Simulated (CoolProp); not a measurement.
Octamethylcyclotetrasiloxane (D4) at several states: Z from the reference equation and from simpler models built on Tc = 313.4 °C, pc = 13.47 bar, ω = 0.598; each cubic takes its own stable root.

The numbers come from the reference Helmholtz-energy equation of state, Thol 2015 in CoolProp.

```csv
T (°C),p (bar),phase,reference
175.35,0.883,gas,0.9334
134.05,13.5,liquid,0.1433
161.95,0.312,gas,0.9747
211.85,60,liquid,0.5892
206.45,0.192,gas,0.9893
```

Q: How far does each simpler model (Redlich-Kwong, Soave-Redlich-Kwong, Peng-Robinson) lie from the reference over these 5 states: mean and median of the absolute difference, and the worst?

A: 
- Redlich-Kwong: mean 6.8 %, median 1.9 %, worst +18.6 % at 134.05 °C and 13.5 bar
- Soave-Redlich-Kwong: mean 3.5 %, median 0.6 %, worst +9.7 % at 134.05 °C and 13.5 bar
- Peng-Robinson: mean 1.5 %, median 0.2 %, worst -4.6 % at 211.85 °C and 60 bar
